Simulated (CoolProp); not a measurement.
Vapour-liquid equilibrium of R125 (1) + R115 (2) at 291.9 K; x and y are mole fractions of (1).

Computed with CoolProp (multi-fluid Helmholtz-energy mixture model, Lemmon 2005 and Lemmon 2016; pair parameters Bell 2016).

```
x     bubble pressure (kPa)  y at the bubble point  dew pressure at overall composition x (kPa)  liquid density (mol/L)
----  ---------------------  ---------------------  -------------------------------------------  ----------------------
0.05                  814.0                  0.094                                        790.2                   8.561
0.2                   936.2                  0.304                                        873.9                   8.695
0.35                   1027                  0.454                                        964.3                   8.862
0.5                    1093                  0.578                                         1053                   9.071
0.65                   1140                  0.693                                         1125                   9.333
0.8                    1167                  0.812                                         1165                   9.659
0.95                   1170                  0.948                                         1170                   10.06
```

y crosses x between x = 0.8 and 0.95: the model has an azeotrope there.

The pair parameters rest on a limited set of measurements; away from them the model extrapolates.
